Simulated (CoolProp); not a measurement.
Vapour-liquid equilibrium of acetone (1) + p-xylene (2) at 118.65 °C; x and y are mole fractions of (1).

Values from CoolProp's multi-fluid Helmholtz-energy mixture model, Lemmon 2006 and Zhou 2012; pair parameters Bell 2016.

| x | bubble pressure (bar) | y at the bubble point | dew pressure at overall composition x (bar) | liquid density (mol/L) |
|---|---|---|---|---|
| 0.05 | 1.016 | 0.443 | 0.6101 | 7.412 |
| 0.125 | 1.581 | 0.657 | 0.6608 | 7.629 |
| 0.2 | 2.064 | 0.750 | 0.7205 | 7.858 |
| 0.275 | 2.486 | 0.803 | 0.7919 | 8.100 |
| 0.35 | 2.865 | 0.839 | 0.8787 | 8.357 |
| 0.425 | 3.214 | 0.866 | 0.9864 | 8.629 |
| 0.5 | 3.545 | 0.888 | 1.124 | 8.920 |
| 0.575 | 3.868 | 0.907 | 1.304 | 9.230 |
| 0.65 | 4.190 | 0.925 | 1.551 | 9.563 |
| 0.725 | 4.518 | 0.941 | 1.907 | 9.920 |
| 0.8 | 4.859 | 0.957 | 2.454 | 10.31 |
| 0.875 | 5.217 | 0.973 | 3.339 | 10.72 |
| 0.95 | 5.596 | 0.989 | 4.711 | 11.18 |

No azeotrope shows between x = 0.05 and 0.95.

The pair parameters rest on a limited set of measurements; away from them the model extrapolates.
